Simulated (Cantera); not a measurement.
Cantera run:

```python
import numpy as np
import cantera as ct

gas_names = """
    H HNO HNO2 HNO3 HO2 H2 H2O H2O2 N NH NH2 NH3 NH2OH NO NO2 NO3 N2 N2H2 N2H4 N2O O OH O2 O3
""".split()
cond_names = """
    H2O(s) H2O(L)
""".split()


# ... load() reads the species with a 1 bar reference pressure and builds the phases ...
atoms = {
    'H2O': {'H': 2, 'O': 1},
    'H2': {'H': 2},
    'N2': {'N': 2},
}
top_T = {}  # K; cautious upper limits of use, not melting points


# ... equilibrate(T, P, feed) seeds the gas with the atoms and calls Mixture.equilibrate('TP', solver="vcs", rtol=1e-11, max_steps=5000) ...
results = []
feed = {'H2O': 1, 'H2': 3.8, 'N2': 0.28}  # mol
P = 2200000  # Pa
for T in [2273, 2373, 2473, 2573, 2673, 2773, 2873, 2973, 3073]:
    mix = equilibrate(T, P, feed)
    results.append((T, P, feed, dict(zip(mix.species_names, mix.species_moles))))

top = {s: max(r[3][s] / sum(r[3][g] for g in gas_names) for r in results) for s in gas_names}
cols = sorted((s for s in top if top[s] > 0.001), key=lambda s: -top[s])[:9]
seen = [c for c in cond_names if any(r[3].get(c, 0) > 1e-12 for r in results)]
print("log10 of partial pressures in bar; condensed amounts in mol")
print(f"{'T/K':>10s}" + "".join(f"{s[:9]:>10s}" for s in cols + seen))
for T, P, feed, n in results:
    ng = sum(n[g] for g in gas_names)
    print(f"{T:10.4g}" + "".join(f"{np.log10(max(n[s] / ng * P / 1e5, 1e-99)):10.3f}" for s in cols)
          + "".join(f"{n.get(c, 0):10.4g}" for c in seen))
```

Result:

```
log10 of partial pressures in bar; condensed amounts in mol
       T/K        H2       H2O        N2         H        OH
      2273     1.216     0.636     0.083    -1.468    -2.856
      2373     1.215     0.636     0.083    -1.247    -2.577
      2473     1.214     0.635     0.083    -1.045    -2.321
      2573     1.213     0.634     0.082    -0.858    -2.085
      2673     1.212     0.633     0.081    -0.684    -1.866
      2773     1.209     0.631     0.080    -0.524    -1.664
      2873     1.207     0.628     0.079    -0.375    -1.477
      2973     1.203     0.625     0.077    -0.236    -1.302
      3073     1.198     0.620     0.075    -0.107    -1.140
```

Method: chemical equilibrium by Gibbs-energy minimisation in Cantera with the NASA 1993 tables (ideal gas, pure condensed phases).
